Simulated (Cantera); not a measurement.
A perfectly stirred reactor is fed with CO : H2 : CH4 : O2 : N2 = 1 : 0.032 : 0.3 : 1.19 : 11.4 (molar parts), at 9750 Torr; it is adiabatic with a 798 K inlet, and is followed from long to short residence time, starting on the burning branch (τ in s: 0.41, 0.15, 0.056, 0.021, 0.0078, 0.0029, 0.0011, 0.0004, 0.00015, 5.6e-05, 2.1e-05, 7.7e-06).

Computed with Cantera and GRI-Mech 3.0 (53 species, 325 reactions). The pressure lies above the range GRI-Mech 3.0 was tuned for (to about 10 atm).

**Question.** Predict: blow-out, bracketed by the residence times tried; x(CO) at τ = 0.410 s; x(H2) at τ = 0.410 s; x(CH4) at τ = 0.410 s; x(OH) at τ = 0.410 s; x(HO2) at τ = 0.410 s; x(CO) at τ = 1.10 ms; x(H2) at τ = 1.10 ms; x(CH4) at τ = 1.10 ms; x(OH) at τ = 1.10 ms; x(HO2) at τ = 1.10 ms.

**Answer.** 
- blow-out, bracketed by the residence times tried = burning at 0.150 ms, out at 56.0 µs
- x(CO) at τ = 0.410 s = 0.000322
- x(H2) at τ = 0.410 s = 3.47e-5
- x(CH4) at τ = 0.410 s = 5.62e-7
- x(OH) at τ = 0.410 s = 0.000195
- x(HO2) at τ = 0.410 s = 2.36e-7
- x(CO) at τ = 1.10 ms = 0.00710
- x(H2) at τ = 1.10 ms = 0.000602
- x(CH4) at τ = 1.10 ms = 3.78e-5
- x(OH) at τ = 1.10 ms = 0.000739
- x(HO2) at τ = 1.10 ms = 7.92e-6
